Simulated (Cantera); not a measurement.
Feed: 1 mol CH3F, 5.5 mol H2, at 800 K.

Method: chemical equilibrium by Gibbs-energy minimisation in Cantera with the NASA 1993 tables (ideal gas, pure condensed phases). Candidate condensed phases: C, C6H6, C7H8, C8H18; 95 gas species. Rates play no part.

Task: Which condensed phases are stable at each of these points (P (Pa)): 1, 5.20, 27, 140, 720, 3700, 19000, 100000?

Result: 
```
P (Pa)  condensed phases  C condensed (%)
------  ----------------  ---------------
1            C(graphite)            100.0
5.20         C(graphite)            100.0
27           C(graphite)             99.8
140          C(graphite)             98.9
720          C(graphite)             94.7
3700         C(graphite)             75.3
19000        C(graphite)             12.8
100000          gas only              0.0
```

From 1.00 Pa to 0.190 bar the condensed part is C(graphite). At 1.00 bar nothing is condensed.
